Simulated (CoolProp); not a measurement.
Computed with CoolProp (reference Helmholtz-energy equation of state, Span 2003). It is a short technical equation, of lower accuracy than the large ones.

### Question
Give the vapour pressure (MPa), liquid density (kg/m³), enthalpy of vaporisation (kJ/kg) of saturated n-heptane at 297.3 K.

### Answer
| T (K) | p (MPa) | liquid density (kg/m³) | enthalpy of vaporisation (kJ/kg) |
|---|---|---|---|
| 297.3 | 0.00584 | 680 | 366 |
